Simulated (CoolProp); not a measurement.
Vapour-liquid equilibrium of benzene (1) + octamethylcyclotetrasiloxane (D4) (2) at 714 kPa; x and y are mole fractions of (1).

Values from CoolProp's multi-fluid Helmholtz-energy mixture model, Thol 2012 and Thol 2015; pair parameters Bell 2016.

Give the bubble temperature and the first vapour's composition at x = 0.35, 0.55, 0.65. Is there an azeotrope?

x = 0.35: 221.2 °C, y = 0.690; x = 0.55: 196.6 °C, y = 0.867; x = 0.65: 186.6 °C, y = 0.917. No azeotrope shows between x = 0.05 and 0.95.

The pair parameters rest on a limited set of measurements; away from them the model extrapolates.
